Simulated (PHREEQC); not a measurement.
Solution (20 °C): 0.011 mol/kgw HF, 0.14 mol/kgw KF and 0.22 mol/kgw H3PO4. Closed to the air; pH follows from the charge balance.

Model: ion-association model, phreeqc.dat, run in PHREEQC.

```json
[
 {"quantity": "pH", "before": "2.13", "after": "4.26"},
 {"quantity": "HF (mol/kgw)", "before": "0.120", "after": "0.00729"},
 {"quantity": "F- (mol/kgw)", "before": "0.0167", "after": "0.136"},
 {"quantity": "HF2- (mol/kgw)", "before": "0.00731", "after": "0.00364"}
]
```

Problem. What was changed between the two runs?
(A) H3PO4 from 0.22 to 0.198 mol/kgw
(B) 0.0057 mol/kgw HCl added
(C) H3PO4 left out
(D) HF left out

Solution. C, H3PO4 left out

This is a speciation only: nothing precipitates in the calculation.
